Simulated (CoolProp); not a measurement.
Methanol along the isotherm 543.6 K: Z from the reference equation and from simpler models built on Tc = 513.4 K, pc = 82.16 bar, ω = 0.565; each cubic takes its own stable root.

The numbers come from the reference Helmholtz-energy equation of state, de Reuck 1993 in CoolProp.

```json
[
 {"p (bar)": "13.7", "phase": "gas", "reference": "0.9562"},
 {"p (bar)": "27.4", "phase": "gas", "reference": "0.9063"},
 {"p (bar)": "41.1", "phase": "gas", "reference": "0.8510"},
 {"p (bar)": "54.8", "phase": "gas", "reference": "0.7911"},
 {"p (bar)": "68.5", "phase": "gas", "reference": "0.7252"},
 {"p (bar)": "82.2", "phase": "supercritical", "reference": "0.6474"},
 {"p (bar)": "95.9", "phase": "supercritical", "reference": "0.5625"},
 {"p (bar)": "110", "phase": "supercritical", "reference": "0.4564"},
 {"p (bar)": "123", "phase": "supercritical", "reference": "0.3486"},
 {"p (bar)": "137", "phase": "supercritical", "reference": "0.2914"},
 {"p (bar)": "151", "phase": "supercritical", "reference": "0.2795"},
 {"p (bar)": "164", "phase": "supercritical", "reference": "0.2832"},
 {"p (bar)": "178", "phase": "supercritical", "reference": "0.2921"},
 {"p (bar)": "192", "phase": "supercritical", "reference": "0.3031"},
 {"p (bar)": "205", "phase": "supercritical", "reference": "0.3143"}
]
```

Q: How far does each simpler model (van der Waals, Soave-Redlich-Kwong, Peng-Robinson) lie from the reference over these 15 states: mean and median of the absolute difference, and the worst?

A: 
- van der Waals: mean 24.5 %, median 10.5 %, worst +63.7 % at 543.6 K and 205 bar
- Soave-Redlich-Kwong: mean 23.3 %, median 12.3 %, worst +50.7 % at 543.6 K and 164 bar
- Peng-Robinson: mean 17.2 %, median 5.8 %, worst +39.0 % at 543.6 K and 151 bar
